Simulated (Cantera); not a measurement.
An isothermal, constant-pressure homogeneous reactor starts with 44.1 % H2, 36.8 % O2, 19.1 % N2, at 1250 K and 0.300 bar.

Detailed kinetics in Cantera: the H2/O2 subset of GRI-Mech 3.0, which has no nitrogen chemistry. The temperature is held fixed by assumption; the heat of reaction is taken as removed at once.

x: mole fraction; the columns are a selection and need not sum to one.

```csv
t (s),x H2,x O2,x H,x H2O2,x OH,x HO2
4.00e-6,0.441,0.368,4.95e-8,8.25e-11,5.39e-9,3.43e-8
2.51e-5,0.441,0.368,5.18e-5,1.15e-8,6.20e-6,2.39e-6
0.000157,0.0102,0.189,0.00510,1.38e-5,0.00523,0.000117
0.000986,0.000170,0.189,7.16e-6,1.50e-6,0.000531,9.63e-6
0.00619,[?],0.189,[?],[?],[?],[?]
0.0388,4.35e-7,0.189,3.07e-9,2.69e-8,4.50e-5,7.10e-8
0.243,[?],0.189,3.40e-10,[?],[?],3.70e-8
1.53,8.26e-8,0.189,2.55e-10,4.96e-9,1.80e-5,3.72e-8
9.57,8.26e-8,0.189,2.55e-10,4.96e-9,1.80e-5,3.72e-8
60.0,8.26e-8,0.189,2.55e-10,4.96e-9,1.80e-5,3.72e-8
```

Q: Some entries are withheld; supply them.

A: 
- 0.00619, x H2: 4.76e-6
- 0.00619, x H: 7.82e-8
- 0.00619, x H2O2: 1.78e-7
- 0.00619, x OH: 0.000131
- 0.00619, x HO2: 5.24e-7
- 0.243, x H2: 9.82e-8
- 0.243, x H2O2: 6.22e-9
- 0.243, x OH: 2.04e-5
